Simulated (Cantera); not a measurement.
Input: 1 mol Fe₃O₄, 0.011 mol Cl₂, equilibrated at 1650 K and 100 Torr.

Method: chemical equilibrium by Gibbs-energy minimisation in Cantera with the NASA 1993 tables (ideal gas, pure condensed phases). Candidate condensed phases: Fe, FeCl₂, FeCl₃, FeO, Fe₂O₃, Fe₃O₄; 13 gas species. The numbers say what is thermodynamically allowed, not how fast it happens.

### Question
What is the equilibrium state?

### Answer
```json
{
 "x(FeCl₂)": "0.490",
 "x(O₂)": "0.359",
 "x(Cl)": "0.0708",
 "x(FeCl₃)": "0.0478",
 "x(Cl₂)": "0.0311",
 "x(Fe₂Cl₄)": "0.000459",
 "x(ClO)": "0.000320",
 "x(O)": "4.25e-5",
 "x(Fe₂Cl₆)": "1.18e-6",
 "n(Fe₃O₄(s))": "0.997 mol",
 "gas_amount": "0.01747 mol",
 "log10 activity of FeCl₂(l) (absent)": "-2.18",
 "log10 activity of Fe(γ) (absent)": "-5.41"
}
```
